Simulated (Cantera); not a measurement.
A perfectly stirred reactor is fed with C2H6 : N2 = 1 : 2.2 (molar parts), at 0.00316 atm; it is held at 1723 K, and followed from long to short residence time.

Model: GRI-Mech 3.0 (53 species, 325 reactions), integrated in Cantera. GRI-Mech 3.0 stops at C3 and has no aromatics, soot or wall deposition, so with more carbon than oxygen in the feed, carbon stays in small species such as C2H2 where larger ones or solid carbon would form. Radical loss at walls, strong at low pressure, is not modelled.

Q: What does this change do: N2 2.2 to 15 parts?

A: 
```csv
quantity,before,after
x(C2H6) at τ = 0.570 s,0.000336,0.000136
x(C2H) at τ = 0.570 s,6.21e-6,3.43e-6
x(C2H4) at τ = 0.570 s,0.00202,0.000746
x(H) at τ = 0.570 s,0.00190,0.00106
x(C2H2) at τ = 0.570 s,0.177,0.0502
x(C2H6) at τ = 16.0 ms,0.0105,0.00398
x(C2H) at τ = 16.0 ms,7.61e-6,3.92e-6
x(C2H4) at τ = 16.0 ms,0.0329,0.0110
x(H) at τ = 16.0 ms,0.00228,0.00131
x(C2H2) at τ = 16.0 ms,0.117,0.0285
```

Q: What does this change do: pressure from 0.00316 atm to 0.00957 atm?

A: 
```
quantity                  before     after
----------------------  --------  --------
x(C2H6) at τ = 0.570 s  0.000336  0.000147
x(C2H) at τ = 0.570 s    6.21e-6   4.84e-6
x(C2H4) at τ = 0.570 s   0.00202  0.000929
x(H) at τ = 0.570 s      0.00190   0.00150
x(C2H2) at τ = 0.570 s     0.177     0.182
x(C2H6) at τ = 16.0 ms    0.0105   0.00455
x(C2H) at τ = 16.0 ms    7.61e-6   6.32e-6
x(C2H4) at τ = 16.0 ms    0.0329    0.0178
x(H) at τ = 16.0 ms      0.00228   0.00184
x(C2H2) at τ = 16.0 ms     0.117     0.142
```
